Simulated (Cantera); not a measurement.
Mixture: CH4 : O2 : N2 = 1 : 2.25 : 8.45 (molar parts), at 10.0 bar, adiabatic and at constant pressure. Ignition delay is the time to a rise of 400 K.

Detailed kinetics in Cantera: GRI-Mech 3.0 (53 species, 325 reactions).

Problem. What does this change do: pressure from 10.0 bar to 16.0 bar?

Solution. 
```json
[
 {"quantity": "delay at 1025 K", "before": "52.3 ms", "after": "31.6 ms"},
 {"quantity": "delay at 1225 K", "before": "3.30 ms", "after": "1.98 ms"},
 {"quantity": "delay at 1425 K", "before": "0.370 ms", "after": "0.237 ms"},
 {"quantity": "delay at 1625 K", "before": "58.9 µs", "after": "40.1 µs"},
 {"quantity": "delay at 1825 K", "before": "13.3 µs", "after": "9.16 µs"},
 {"quantity": "apparent activation energy between 1725 and 1925 K", "before": "180 kJ/mol", "after": "180 kJ/mol"}
]
```
The pressure lies above the range GRI-Mech 3.0 was tuned for (to about 10 atm).

Problem. What does this change do: O2 2.25 to 1.3 parts?

Solution. 
```
quantity                                                before       after
--------------------------------------------------  ----------  ----------
delay at 1025 K                                        52.3 ms     0.103 s
delay at 1225 K                                        3.30 ms     7.36 ms
delay at 1425 K                                       0.370 ms    0.834 ms
delay at 1625 K                                        58.9 µs    0.119 ms
delay at 1825 K                                        13.3 µs     22.9 µs
apparent activation energy between 1725 and 1925 K  180 kJ/mol  200 kJ/mol
```
